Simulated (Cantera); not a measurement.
# Equilibrium for oxide etching and cleaning by halides: SiO2 + HF + H2

Input: 1 mol SiO2, 20 mol HF, 0.6 mol H2, at 1575 K and 1330 Pa.

These are equilibrium values from Cantera (NASA tables, ideal gas, pure condensed phases), not measurements of a reactor. Candidate condensed phases: H2O, Si, SiO2; 38 gas species. The tables' values for SiF3 are old estimates; treat these amounts as uncertain. The tables hold silica as quartz up to 1696 K and as liquid above; real silica turns to tridymite and cristobalite and melts near 1996 K. Rates play no part.

```
Property                             Result
--------------------------------  ---------
x(HF)                                 0.848
x(H2O)                               0.0809
x(SiF4)                              0.0404
x(H2)                                0.0302
x(H)                                6.26e-5
x(SiF3)                             6.00e-5
x(OH)                               6.08e-6
x(SiHF3)                            1.18e-6
n(SiO2(β-quartz))                 0.199 mol
gas amount                        19.80 mol
log10 activity of Si(s) (absent)     -11.15
```
